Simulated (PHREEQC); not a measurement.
PHREEQC input (ion-association model, wateq4f.dat):

```
SOLUTION_MASTER_SPECIES
  An  An-  0  An  62.0  # stands for a non-complexing anion
SOLUTION_SPECIES
  An- = An-
    -log_k 0
    -gamma 3.0 0
PHASES
  Fix_H+
    H+ = H+
    -log_k 0
SOLUTION 1
  temp 25
  units mmol/kgw
  pH 7 charge
  Cl 0.104
  Cu(2) 0.052
  Na 300
  An 300
END
SELECTED_OUTPUT 1
  -reset false
  -pH true
  -pe true
  -ionic_strength true
  -water true
  -totals Cl Cu Na Cu(1) Cu(2)
  -molalities Hfo_wOH Hfo_wOH2+ Hfo_wO- Hfo_sOH Hfo_sOH2+ Hfo_sO- Hfo_sOCu+ Hfo_wOCu+
  -saturation_indices Cu(OH)2 Atacamite Halite
USER_PUNCH 1
  -headings sigma psi
  10 PUNCH EDL("sigma", "Hfo"), EDL("psi", "Hfo")
PRINT
  -reset false
USE solution 1
SURFACE 1
  Hfo_wOH 0.000105618 600 0.047
  Hfo_sOH 2.64045e-06
EQUILIBRIUM_PHASES 1
  Fix_H+ -4 HAn 10
    -force_equality true
  O2(g) -0.68 10
END
# ... the last block is repeated for the other 12 points of pH, with NaOH or the acid as the point needs
```

Selected output (columns that matter, 13 of 13 rows; pH added in front):

```
pH	mu	Cu	Na	m_Hfo_wOH	m_Hfo_wOH2+	m_Hfo_wO-	m_Hfo_sOH	m_Hfo_sOH2+	m_Hfo_sO-	si_Cu(OH)2	si_Atacamite	si_Halite	sigma	psi
4	0.30033	5.1829e-05	0.3	6.1126e-06	9.9466e-05	8.6055e-09	1.447e-07	2.3546e-06	2.0372e-10	-5.4719	-9.1493	-6.3948	0.34896	0.12296
4.5	0.30024	5.0842e-05	0.3	1.4738e-05	9.0552e-05	5.4951e-08	2.4551e-07	1.5085e-06	9.1539e-10	-4.4802	-7.6659	-6.3948	0.31878	0.1184
5	0.3002	4.7767e-05	0.3	2.8242e-05	7.5011e-05	2.436e-07	1.4421e-07	3.8303e-07	1.2439e-09	-3.5075	-6.2204	-6.3948	0.27163	0.11037
5.5	0.30015	3.7905e-05	0.3	4.1695e-05	5.159e-05	7.7198e-07	4.6885e-08	5.8012e-08	8.6807e-10	-2.6085	-4.9225	-6.3947	0.22231	0.10042
6	0.3001	1.9797e-05	0.30001	4.8418e-05	2.5496e-05	2.1064e-06	2.1865e-08	1.1514e-08	9.5125e-10	-1.8941	-3.9937	-6.3947	0.19026	0.092788
6.5	0.30009	7.4966e-06	0.30004	4.8337e-05	1.0095e-05	5.3021e-06	1.5507e-08	3.2388e-09	1.701e-09	-1.341	-3.3874	-6.3947	0.16869	0.086969
7	0.30008	3.135e-06	0.30006	4.4175e-05	3.9861e-06	1.1215e-05	1.2852e-08	1.1597e-09	3.2628e-09	-0.8944	-2.9943	-6.3946	0.14246	0.078951
7.5	0.30009	2.9578e-06	0.30007	3.8377e-05	1.7711e-06	1.9051e-05	1.1123e-08	5.1332e-10	5.5216e-09	-0.5405	-2.7864	-6.3946	0.10867	0.0666
8	0.3001	4.6576e-06	0.30008	3.2965e-05	9.2162e-07	2.7011e-05	9.9129e-09	2.7714e-10	8.1226e-09	-0.273	-2.7514	-6.3946	0.072695	0.049898
8.5	0.3001	7.1029e-06	0.3001	2.8801e-05	5.5924e-07	3.398e-05	9.1551e-09	1.7777e-10	1.0801e-08	-0.0804	-2.8663	-6.3946	0.039231	0.029685
9	0.30012	9.7874e-06	0.30012	2.5702e-05	3.7887e-07	3.9943e-05	8.7158e-09	1.2848e-10	1.3545e-08	0.0602	-3.085	-6.3946	0.0090177	0.0071858
9.5	0.30015	1.2744e-05	0.30016	2.3138e-05	2.6913e-07	4.557e-05	8.4696e-09	9.8515e-11	1.6681e-08	0.1751	-3.3553	-6.3945	-0.020741	-0.016306
10	0.30026	1.6384e-05	0.30027	2.0648e-05	1.8863e-07	5.1777e-05	8.3773e-09	7.6532e-11	2.1007e-08	0.284	-3.6374	-6.3944	-0.054726	-0.039678
```

Along this series the solution becomes supersaturated in solids that the run did not let form, among them Cu(OH)2. Complexes and solids missing from the database can't appear. The database's constant for dissolved Cu(OH)2 is higher than later reviews accept.
